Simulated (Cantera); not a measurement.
A closed system holds: 1 mol AlN, 220 mol H₂, at 3.08 Torr.

Method: chemical equilibrium by Gibbs-energy minimisation in Cantera with the NASA 1993 tables (ideal gas, pure condensed phases). Candidate condensed phases: Al, AlN; 13 gas species. Equilibrium is a limit: real reactors are often held back by kinetics, nucleation or transport. All values below are at 1875 K.

Base state: H₂ 0.983, H 0.0102, Al 0.00439, N₂ 0.00225, AlH 0.000104 (mole fractions); condensed: gas only.

Problem. What changes in the equilibrium state with this change: AlN replaced by Si₃N₄?

Solution. 
```csv
species,before,after
H₂,0.983,0.979
H,0.0102,0.0101
N₂,0.00225,0.00894
Al,0.00439,0
Si,0,0.00221
SiH,0,0.000130
AlH,0.000104,0
SiH₂,0,4.86e-5
Si₂,0,1.66e-5
"Si(l), mol",0,2.45
```
Gases not in the tables: Si₂H₆ and higher silanes. Further candidate phases: Si, Si₃N₄.

Problem. What changes in the equilibrium state with this change: pressure from 3.08 Torr to 100 Torr?

Solution. 
```json
[
 {"species": "H₂", "before": "0.983", "after": "0.996"},
 {"species": "H", "before": "0.0102", "after": "0.00179"},
 {"species": "Al", "before": "0.00439", "after": "0.00125"},
 {"species": "N₂", "before": "0.00225", "after": "0.000713"},
 {"species": "AlH", "before": "0.000104", "after": "0.000171"},
 {"species": "AlN(s), mol", "before": "0", "after": "0.685"}
]
```
